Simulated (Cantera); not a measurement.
A diamond (100) surface in a fixed gas of H2 with x(CH4) = 0.003, x(CH3) = 0.00078, at 1400 K, 0.0493 atm; coverages are run to steady state.

Detailed kinetics in Cantera: the Harris–Goodwin 1993 mechanism for the reconstructed diamond (100) surface.

θ: site fractions in the mechanism's names (c6HH fully hydrogenated, c6H* and c6*H radical sites, c6** diradical, c6HM methylated).

```tsv
x(H)	growth (µm/h)	θ c6HH	θ c6H*	θ c6*H	θ c6**	θ c6HM
0.0001	0.0323	0.712	0.0280	0.257	0.00310	(withheld)
0.00025	0.236	0.563	0.0419	0.383	0.00995	(withheld)
0.00062	1.10	0.448	0.0518	0.474	0.0229	(withheld)
0.0015	3.17	0.382	0.0567	0.519	0.0385	(withheld)
0.0039	6.40	0.347	0.0588	0.538	0.0527	(withheld)
0.0096	9.52	0.333	0.0596	0.544	0.0610	0.000291
0.024	13.0	0.327	0.0600	0.547	0.0653	0.000297
0.06	18.6	0.324	0.0604	0.547	0.0673	0.000279
0.15	28.2	0.323	0.0613	0.547	0.0684	(withheld)
```

Q: What belongs in the gaps?

A: 
- 0.0001, θ c6HM: 8.76e-5
- 0.00025, θ c6HM: 0.000133
- 0.00062, θ c6HM: 0.000176
- 0.0015, θ c6HM: 0.000218
- 0.0039, θ c6HM: 0.000263
- 0.15, θ c6HM: 0.000231
